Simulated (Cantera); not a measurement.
What does this Cantera script print?

```python
import numpy as np
import cantera as ct

gas = ct.Solution("gri30.yaml")
gas.TPX = 1625, 160000, {'NO': 1, 'N2': 0.32}
reactor = ct.IdealGasConstPressureReactor(gas, energy="off", clone=False)
net = ct.ReactorNet([reactor])
net.rtol, net.atol = 1e-08, 1e-18
show = ['NO', 'O', 'NO2', 'O2', 'N2O', 'N2']
times = np.geomspace(0.0009, 40, 15)

steps = ct.SolutionArray(gas, extra=["t"])
rows = []
print(f"{'t/s':>10s}{'T/K':>9s}{'P/Pa':>11s}" + "".join(f"{s:>11s}" for s in show))
for t in times:
    while net.time < t:
        t_next = net.step()
        steps.append(gas.state, t=t_next)
    rows.append([np.interp(t, steps.t, y) for y in (steps.T, steps.P, *steps(*show).X.T)])
    print(f"{t:10.3e}{rows[-1][0]:9.1f}{rows[-1][1]:11.4g}" + "".join(f"{x:11.3e}" for x in rows[-1][2:]))
rate = np.gradient(steps.T, steps.t)
print("integrator steps:", len(steps.t))
if steps.T.max() > steps.T[0] + 200:
    print(f"time of steepest temperature rise: {steps.t[rate.argmax()]:.4e} s")
gas.TPX = 1625, 160000, {'NO': 1, 'N2': 0.32}
gas.equilibrate("TP")
print(f"equilibrium (TP): T = {gas.T:.1f} K  " + "  ".join(f"{s} {gas[s].X[0]:.3e}" for s in show))
```

It prints:

```
       t/s      T/K       P/Pa         NO          O        NO2         O2        N2O         N2
 9.000e-04   1625.0    1.6e+05  7.575e-01  1.964e-07  3.563e-05  1.595e-07  3.123e-05  2.424e-01
 1.933e-03   1625.0    1.6e+05  7.574e-01  2.982e-07  8.082e-05  9.737e-07  6.165e-05  2.425e-01
 4.152e-03   1625.0    1.6e+05  7.572e-01  5.166e-07  1.842e-04  7.323e-06  1.115e-04  2.425e-01
 8.917e-03   1625.0    1.6e+05  7.567e-01  8.959e-07  3.791e-04  5.801e-05  1.719e-04  2.427e-01
 1.915e-02   1625.0    1.6e+05  7.559e-01  1.231e-06  5.625e-04  3.297e-04  2.112e-04  2.430e-01
 4.113e-02   1625.0    1.6e+05  7.542e-01  1.361e-06  6.305e-04  1.113e-03  2.183e-04  2.438e-01
 8.834e-02   1625.0    1.6e+05  7.506e-01  1.509e-06  7.026e-04  2.829e-03  2.163e-04  2.456e-01
 1.897e-01   1625.0    1.6e+05  7.431e-01  1.780e-06  8.313e-04  6.476e-03  2.117e-04  2.493e-01
 4.075e-01   1625.0    1.6e+05  7.275e-01  2.239e-06  1.040e-03  1.411e-02  2.024e-04  2.571e-01
 8.752e-01   1625.0    1.6e+05  6.961e-01  2.954e-06  1.331e-03  2.958e-02  1.847e-04  2.728e-01
 1.880e+00   1625.0    1.6e+05  6.370e-01  3.964e-06  1.653e-03  5.892e-02  1.538e-04  3.023e-01
 4.037e+00   1625.0    1.6e+05  5.380e-01  5.232e-06  1.859e-03  1.082e-01  1.091e-04  3.518e-01
 8.671e+00   1625.0    1.6e+05  4.020e-01  6.590e-06  1.760e-03  1.763e-01  6.054e-05  4.198e-01
 1.862e+01   1625.0    1.6e+05  2.576e-01  7.775e-06  1.336e-03  2.489e-01  2.479e-05  4.921e-01
 4.000e+01   1625.0    1.6e+05  1.415e-01  8.610e-06  8.146e-04  3.074e-01  7.549e-06  5.503e-01
integrator steps: 999
equilibrium (TP): T = 1625.0 K  NO 2.570e-03  O 9.514e-06  NO2 1.639e-05  O2 3.775e-01  N2O 1.711e-07  N2 6.199e-01
```

Cantera simulation using GRI-Mech 3.0 (53 species, 325 reactions); the numbers are that mechanism's predictions, not measurements.
